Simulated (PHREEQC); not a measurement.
Metal-bearing waste water: an equilibrium model

A solution holds 0.0025 mol/kgw FeSO4, at 25 °C. Closed to the air; pH follows from the charge balance.

Computed with PHREEQC (ion-association model, wateq4f.dat).

Each row changes one thing in this solution. Precipitation was switched off in this run.

```
case                                            pH  ionic strength (mol/kgw)  SO4-2 (mol/kgw)  HSO4- (mol/kgw)
--------------------------------------------  ----  ------------------------  ---------------  ---------------
as made                                       6.19                   0.00848          0.00212          1.01e-7
FeSO4 replaced by KHSO4 at the same molality  2.70                         ?          0.00215                ?
FeSO4 from 0.0025 to 0.00275 mol/kgw          6.18                   0.00924          0.00231          1.12e-7
diluted 10-fold with water                    6.56                  0.000968         0.000242          5.82e-9
FeSO4 from 0.0025 to 0.00025 mol/kgw          6.56                  0.000968         0.000242          5.82e-9
temperature from 25 to 45 °C                  5.91                   0.00808          0.00202          2.90e-7
0.00026 mol/kgw KCl added                     6.19                   0.00875          0.00212                ?
```

Question: Some entries are withheld; supply them.

Answer: 
- FeSO4 replaced by KHSO4 at the same molality, ionic strength (mol/kgw): 0.00680
- FeSO4 replaced by KHSO4 at the same molality, HSO4- (mol/kgw): 0.000325
- 0.00026 mol/kgw KCl added, HSO4- (mol/kgw): 1.00e-7

Away from 25 °C the constants follow the database's enthalpies or fits; those with neither stay at their 25 °C values.
